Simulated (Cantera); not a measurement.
Input (Python, Cantera) and output of one run.

```python
import numpy as np
import cantera as ct

gas_names = """
    CL CLO CL2 H HCL HOCL HO2 H2 H2O H2O2 Mg MgCL MgCL2 MgH MgO MgOH MgO2H2 Mg2 O OH O2 O3
""".split()
cond_names = """
    H2O(s) H2O(L) Mg(cr) Mg(L) MgCL2(s) MgCL2(L) MgO(s) MgO(L) MgO2H2(s)
""".split()


# ... load() reads the species with a 1 bar reference pressure and builds the phases ...
atoms = {
    'MgO': {'Mg': 1, 'O': 1},
    'HCl': {'H': 1, 'CL': 1},
}
top_T = {}  # K; cautious upper limits of use, not melting points


# ... equilibrate(T, P, feed) seeds the gas with the atoms and calls Mixture.equilibrate('TP', solver="vcs", rtol=1e-11, max_steps=5000) ...
results = []
feed = {'MgO': 1, 'HCl': 1}  # mol
P = 2.6  # Pa
for T in [1025, 1075, 1125, 1175, 1225, 1275, 1325, 1375, 1425, 1475, 1525]:
    mix = equilibrate(T, P, feed)
    results.append((T, P, feed, dict(zip(mix.species_names, mix.species_moles))))

top = {s: max(r[3][s] / sum(r[3][g] for g in gas_names) for r in results) for s in gas_names}
cols = sorted((s for s in top if top[s] > 0.001), key=lambda s: -top[s])[:9]
seen = [c for c in cond_names if any(r[3].get(c, 0) > 1e-12 for r in results)]
print("log10 of partial pressures in bar; condensed amounts in mol")
print(f"{'T/K':>10s}" + "".join(f"{s[:9]:>10s}" for s in cols + seen))
for T, P, feed, n in results:
    ng = sum(n[g] for g in gas_names)
    print(f"{T:10.4g}" + "".join(f"{np.log10(max(n[s] / ng * P / 1e5, 1e-99)):10.3f}" for s in cols)
          + "".join(f"{n.get(c, 0):10.4g}" for c in seen))
```

Result:

```
log10 of partial pressures in bar; condensed amounts in mol
       T/K       HCL     MgCL2       H2O        CL        H2    MgO(s)
      1025    -4.590    -6.862    -6.862    -8.560    -8.853    0.9947
      1075    -4.592    -6.693    -6.693    -8.214    -8.511    0.9922
      1125    -4.595    -6.541    -6.541    -7.900    -8.198    0.9889
      1175    -4.599    -6.404    -6.404    -7.613    -7.913    0.9848
      1225    -4.604    -6.279    -6.279    -7.350    -7.651    0.9798
      1275    -4.610    -6.167    -6.167    -7.109    -7.410    0.9738
      1325    -4.618    -6.065    -6.065    -6.887    -7.189    0.9668
      1375    -4.628    -5.974    -5.974    -6.682    -6.985     0.959
      1425    -4.639    -5.892    -5.892    -6.493    -6.797    0.9503
      1475    -4.653    -5.819    -5.819    -6.319    -6.625     0.941
      1525    -4.669    -5.754    -5.755    -6.158    -6.466    0.9313
```

Method: chemical equilibrium by Gibbs-energy minimisation in Cantera with the NASA 1993 tables (ideal gas, pure condensed phases).
